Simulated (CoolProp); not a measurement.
Vapour-liquid equilibrium of dimethyl ether (1) + n-pentane (2) at 247.8 K; x and y are mole fractions of (1).

The numbers come from the multi-fluid Helmholtz-energy mixture model, Wu 2011 and Thol 2019; pair parameters Bell 2016 in CoolProp.

```csv
x,bubble pressure (MPa),y at the bubble point,dew pressure at overall composition x (MPa),liquid density (mol/L)
0.05,0.009716,0.347,0.007010,9.495
0.15,0.01956,0.717,0.007729,9.953
0.25,0.03318,0.858,0.008622,10.44
0.35,0.04777,0.917,0.009761,10.96
0.45,0.06073,0.945,0.01127,11.53
0.55,0.07077,0.959,0.01335,12.14
0.65,0.07805,0.968,0.01645,12.82
0.75,0.08359,0.975,0.02157,13.58
0.85,0.08878,0.982,0.03184,14.44
0.95,0.09498,0.992,0.06414,15.43
```

No azeotrope shows between x = 0.05 and 0.95.

Pair parameters are fitted to limited data, so mixtures are less certain than the pure fluids. The gap from Raoult's law changes sign with composition, which may be real or a fault of the pair parameters; it wasn't checked against measurements.
